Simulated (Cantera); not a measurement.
An adiabatic, constant-volume homogeneous reactor starts with 15.9 % H2, 17.6 % O2, 66.3 % N2, 0.254 % NO, at 1550 K and 10.0 bar.

Computed with Cantera and GRI-Mech 3.0 (53 species, 325 reactions). The hydrogen kinetics of GRI-Mech 3.0 are dated; newer H2 mechanisms differ, most at raised pressure.

x: mole fraction; the columns are a selection and need not sum to one.

| t (s) | T (K) | P (bar) | x H2 | x O2 | x NO | x N2 | x N2O | x NO2 |
|---|---|---|---|---|---|---|---|---|
| 2.00e-6 | 2583 | 15.6 | 0.00739 | 0.0962 | 0.00276 | 0.706 | 2.79e-6 | [?] |
| 5.97e-6 | 2769 | 16.6 | 0.00243 | 0.0996 | 0.00303 | 0.714 | 4.32e-6 | [?] |
| 1.78e-5 | 2768 | 16.6 | 0.00242 | 0.0993 | 0.00362 | 0.714 | 4.32e-6 | [?] |
| 5.32e-5 | 2765 | 16.6 | 0.00240 | 0.0985 | 0.00530 | 0.713 | 4.31e-6 | [?] |
| 0.000159 | 2757 | 16.5 | 0.00235 | 0.0966 | 0.00942 | 0.711 | 4.32e-6 | [?] |
| 0.000474 | 2743 | 16.4 | 0.00228 | 0.0934 | 0.0163 | 0.708 | 4.39e-6 | [?] |
| 0.00141 | 2734 | 16.4 | 0.00223 | 0.0914 | 0.0206 | 0.706 | 4.47e-6 | 3.91e-5 |
| 0.00422 | 2734 | 16.4 | 0.00223 | 0.0913 | 0.0210 | 0.706 | 4.48e-6 | 3.97e-5 |
| 0.0126 | 2734 | 16.4 | 0.00223 | 0.0913 | 0.0210 | 0.706 | 4.48e-6 | 3.97e-5 |
| 0.0376 | 2734 | 16.4 | 0.00223 | 0.0913 | 0.0210 | 0.706 | 4.48e-6 | 3.97e-5 |
| 0.112 | 2734 | 16.4 | 0.00223 | 0.0913 | 0.0210 | 0.706 | 4.48e-6 | 3.97e-5 |
| 0.335 | 2734 | 16.4 | 0.00223 | 0.0913 | 0.0210 | 0.706 | 4.48e-6 | 3.97e-5 |
| 1.00 | 2734 | 16.4 | 0.00223 | 0.0913 | 0.0210 | 0.706 | 4.48e-6 | 3.97e-5 |

Problem. Fill in the missing entries.

Solution. 
- 2.00e-6, x NO2: 8.28e-6
- 5.97e-6, x NO2: 5.86e-6
- 1.78e-5, x NO2: 7.00e-6
- 5.32e-5, x NO2: 1.02e-5
- 0.000159, x NO2: 1.81e-5
- 0.000474, x NO2: 3.11e-5
